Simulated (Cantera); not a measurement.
An adiabatic, constant-volume homogeneous reactor starts with 5.00 % CH₄, 20.0 % O₂, 75.0 % N₂, at 1750 K and 270 Torr.

Detailed kinetics in Cantera: GRI-Mech 3.0 (53 species, 325 reactions).

Task: Predict: time of steepest temperature rise; temperature at 10.0 s; equilibrium temperature; x(O₂) at 10.0 s; x(NO₂) at 10.0 s; x(HCO) at 10.0 s.

Result: 
| Property | Value |
|---|---|
| time of steepest temperature rise | 0.366 ms |
| temperature at 10.0 s | 2635 K |
| equilibrium temperature | 2635 K |
| x(O₂) at 10.0 s | 0.0880 (gas-phase equilibrium 0.0880) |
| x(NO₂) at 10.0 s | 6.71e-6 (gas-phase equilibrium 6.71e-6) |
| x(HCO) at 10.0 s | 3.05e-9 (gas-phase equilibrium 3.05e-9) |
